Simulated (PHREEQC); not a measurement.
Dissolve 13 mmol/kgw HBr and 21 mmol/kgw NiCl2 at 25 °C. Closed to the air; pH follows from the charge balance.

All values are PHREEQC results (ion-association model, wateq4f.dat), not measurements.

This is a speciation only: nothing precipitates in the calculation.

**Question.** Predict the pH.

**Answer.** pH 1.96.

**Question.** In which forms is Cl present?

**Answer.** Cl- 98 %, NiCl+ 1.9 % of the Cl.

Species that the database lacks are ignored.
